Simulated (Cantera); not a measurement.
Ignition delay

Mixture: 12.2 % CH₄, 16.2 % O₂, 71.6 % N₂, equivalence ratio 1.5, at 14.8 atm, adiabatic and at constant volume. Ignition delay is the time to a rise of 400 K.

Model: GRI-Mech 3.0 (53 species, 325 reactions), integrated in Cantera. The pressure lies above the range GRI-Mech 3.0 was tuned for (to about 10 atm).

| T0 (K) | delay (ms) |
|---|---|
| 1200 | 4.01 |
| 1275 | 1.67 |
| 1350 | 0.741 |
| 1425 | 0.344 |
| 1500 | 0.166 |
| 1575 | 0.0829 |
| 1650 | 0.0429 |

```yaml
apparent activation energy between 1500 and 1650 K: 190 kJ/mol
```
